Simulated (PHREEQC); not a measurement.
Consider water at 85 °C with 0.095 mol/kgw CaCl2 and 0.0041 mol/kgw Na2SO4. Closed to the air; pH follows from the charge balance.

Model: ion-association model, phreeqc.dat, run in PHREEQC.

The ionic strength comes out as 0.288 mol/kgw and the specific conductance comes out as 45700 µS/cm. The density is 0.978 g/cm³.

```csv
species,molality,activity,log γ
Cl-,0.190,0.125,-0.182
Ca+2,0.0928,0.0232,-0.602
Na+,0.00818,0.00573,-0.154
CaSO4,0.00224,0.00240,0.029
SO4-2,0.00183,0.000400,-0.661
NaSO4-,2.26e-5,1.58e-5,-0.156
OH-,8.96e-7,5.79e-7,-0.190
```

This is a speciation only: nothing precipitates in the calculation. Away from 25 °C the constants follow the database's enthalpies or fits; those with neither stay at their 25 °C values.
